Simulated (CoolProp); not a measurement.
Saturation properties of the fluoroketone C6F12O (FK-5-1-12).

The numbers come from the reference Helmholtz-energy equation of state, McLinden 2015 in CoolProp.

```tsv
T (K)	p (bar)	liquid density (kg/m³)	liquid cp (kJ/(kg K))
299.3	0.4240	(withheld)	1.103
302.9	0.4916	(withheld)	1.105
306.6	0.5697	1576	1.108
310.2	0.6548	1565	1.111
313.9	0.7524	1554	1.114
317.5	0.8581	(withheld)	1.117
321.1	(withheld)	1531	1.121
324.8	1.108	1518	1.124
328.4	1.250	1507	1.128
332.1	1.411	1494	1.132
335.7	(withheld)	1482	1.137
339.3	1.769	1469	1.141
```

Fill in the missing entries.


- 299.3, liquid density (kg/m³): 1599
- 302.9, liquid density (kg/m³): 1588
- 317.5, liquid density (kg/m³): 1542
- 321.1, p (bar): 0.9751
- 335.7, p (bar): 1.582

It boils at 322.2 K under 1 atm.
